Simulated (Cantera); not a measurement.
## Hydrocarbon pyrolysis for carbon deposition

An isothermal, constant-pressure homogeneous reactor starts with C₂H₆ : N₂ : H₂O = 1 : 54 : 0.33 (molar parts), at 1000 K and 1.00 bar.

Model: GRI-Mech 3.0 (53 species, 325 reactions), integrated in Cantera. GRI-Mech 3.0 stops at C3 and has no aromatics, soot or wall deposition, so with more carbon than oxygen in the feed, carbon stays in small species such as C2H2 where larger ones or solid carbon would form.

```json
[
 {"t (s)": "2.00e-6", "x C₂H₆": "0.0181", "x H₂": "<1e-12", "x C₂H₂": "<1e-12", "x C₂H": "<1e-12", "x H": "<1e-12", "x CH₄": "<1e-12"},
 {"t (s)": "1.12e-5", "x C₂H₆": "0.0181", "x H₂": "<1e-12", "x C₂H₂": "<1e-12", "x C₂H": "<1e-12", "x H": "<1e-12", "x CH₄": "2.51e-12"},
 {"t (s)": "6.26e-5", "x C₂H₆": "0.0181", "x H₂": "1.13e-11", "x C₂H₂": "<1e-12", "x C₂H": "<1e-12", "x H": "1.88e-12", "x CH₄": "7.70e-11"},
 {"t (s)": "0.000350", "x C₂H₆": "0.0181", "x H₂": "1.88e-9", "x C₂H₂": "<1e-12", "x C₂H": "<1e-12", "x H": "5.53e-11", "x CH₄": "2.17e-9"},
 {"t (s)": "0.00196", "x C₂H₆": "0.0181", "x H₂": "2.26e-7", "x C₂H₂": "<1e-12", "x C₂H": "<1e-12", "x H": "1.05e-9", "x CH₄": "4.10e-8"},
 {"t (s)": "0.0110", "x C₂H₆": "0.0181", "x H₂": "1.23e-5", "x C₂H₂": "3.58e-10", "x C₂H": "<1e-12", "x H": "8.21e-9", "x CH₄": "3.88e-7"},
 {"t (s)": "0.0613", "x C₂H₆": "0.0178", "x H₂": "0.000263", "x C₂H₂": "1.70e-7", "x C₂H": "<1e-12", "x H": "2.15e-8", "x CH₄": "5.63e-6"},
 {"t (s)": "0.343", "x C₂H₆": "0.0161", "x H₂": "0.00191", "x C₂H₂": "8.18e-6", "x C₂H": "<1e-12", "x H": "2.24e-8", "x CH₄": "4.40e-5"},
 {"t (s)": "1.92", "x C₂H₆": "0.00925", "x H₂": "0.00856", "x C₂H₂": "0.000138", "x C₂H": "<1e-12", "x H": "2.20e-8", "x CH₄": "0.000232"},
 {"t (s)": "10.7", "x C₂H₆": "0.00158", "x H₂": "0.0163", "x C₂H₂": "0.000711", "x C₂H": "<1e-12", "x H": "1.21e-8", "x CH₄": "0.000634"},
 {"t (s)": "60.0", "x C₂H₆": "0.000699", "x H₂": "0.0174", "x C₂H₂": "0.00146", "x C₂H": "<1e-12", "x H": "8.18e-9", "x CH₄": "0.00115"}
]
```
x: mole fraction; the columns are a selection and need not sum to one.

Equilibrium at this temperature and pressure: C₂H₆ 1.43e-5, H₂ 0.00722, C₂H₂ 0.000200, C₂H <1e-12, H 1.94e-10, CH₄ 0.0242 (gas phase only).
